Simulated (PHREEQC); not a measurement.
A solution holds 0.026 mol/kgw H2SO4, 0.011 mol/kgw NaCl and 0.25 mol/kgw CuCl2, at 25 °C. Closed to the air; pH follows from the charge balance.

The numbers come from PHREEQC with the ion-association model, phreeqc.dat.

```csv
quantity,before,after
pH,1.47,1.46
ionic strength (mol/kgw),0.666,0.935
Cl- (mol/kgw),0.451,0.646
SI of Halite (NaCl),-4.22,-4.07
```

Problem. Name the change that produced these shifts.
(A) CuCl2 left out
(B) CuCl2 from 0.25 to 0.025 mol/kgw
(C) H2SO4 from 0.026 to 0.039 mol/kgw
(D) CuCl2 from 0.25 to 0.375 mol/kgw
(E) H2SO4 left out

Solution. D, CuCl2 from 0.25 to 0.375 mol/kgw

No solid was allowed to form. The ionic strength passes 0.7 mol/kgw, the rough limit of the ion-association models, in after.
